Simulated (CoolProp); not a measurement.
Computed with CoolProp (reference Helmholtz-energy equation of state, de Reuck 1990).

Q: For fluorine, give the phase and the cv (kJ/(kg K)), speed of sound (m/s), Joule-Thomson coefficient (K/MPa) at 300 K and 7420 kPa.

A: 
- 300 K and 7420 kPa: supercritical; cv 0.612, speed of sound 304, Joule-Thomson coefficient 1.55
